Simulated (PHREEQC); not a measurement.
Make-up at 25 °C: 8.6 mmol/kgw PbCl2. Closed to the air; pH follows from the charge balance.

Computed with PHREEQC (ion-association model, phreeqc.dat).

No solid was allowed to form.

Question: Estimate the pH, ionic strength.

Answer: pH 5.02; ionic strength 0.0214 mol/kgw.

Question: In which forms is Pb present?

Answer: Pb+2 74 %, PbCl+ 25 % of the Pb.
